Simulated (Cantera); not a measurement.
A Cantera script and what it prints.

```python
import numpy as np
import cantera as ct

gas_names = """
    H H2O TaO2
""".split()
cond_names = """
    Ta2O5(s) Ta2O5(L)
""".split()


# ... load() reads the species with a 1 bar reference pressure and builds the phases ...
species = {s.name: s for s in load("nasa_gas.yaml", gas_names) + load("nasa_condensed.yaml", cond_names)}
# Each term lists the table entries of one substance; the one whose range holds T is used.
reactions = {
    '2 H(g) + Ta2O5 = H2O(g) + 2 TaO2(g)':
        [(-2, ['H']), (-1, ['Ta2O5(s)', 'Ta2O5(L)']), (1, ['H2O']), (2, ['TaO2'])],
}


def pick(names, T):
    return next(species[n] for n in names if species[n].thermo.min_temp <= T <= species[n].thermo.max_temp)


results = []
for label, terms in reactions.items():
    print(label)
    print("     T/K   dH/kJ  dS/(J/K)   dG/kJ   log10 K")
    for T in [300, 1023, 1173, 1323, 1473, 1623, 1773, 1923, 2073]:
        used = [(nu, pick(names, T)) for nu, names in terms]
        dH = sum(nu * s.thermo.h(T) for nu, s in used) / 1e6
        dS = sum(nu * s.thermo.s(T) for nu, s in used) / 1e3
        dG = dH - T * dS / 1e3
        logK = -dG * 1e6 / (ct.gas_constant * T * np.log(10))
        results.append((label, T, dH, dS, dG, logK, [s.name for _, s in used]))
        print(f"{T:8g} {dH:8.1f} {dS:8.1f} {dG:8.1f} {logK:8.2f}")
```

It prints:

```
2 H(g) + Ta2O5 = H2O(g) + 2 TaO2(g)
     T/K   dH/kJ  dS/(J/K)   dG/kJ   log10 K
     300    966.4    376.4    853.5  -148.60
    1023    919.1    298.1    614.1   -31.35
    1173    908.3    288.3    570.1   -25.39
    1323    897.5    279.6    527.5   -20.83
    1473    886.6    271.9    486.2   -17.24
    1623    875.7    264.8    445.9   -14.35
    1773    864.9    258.4    406.7   -11.98
    1923    854.0    252.5    368.4   -10.01
    2073    722.3    188.4    331.8    -8.36
```

Source: NASA polynomial tables (part measured, part estimated), evaluated in Cantera. Condensed species are held in their standard states even where they would react or evaporate.
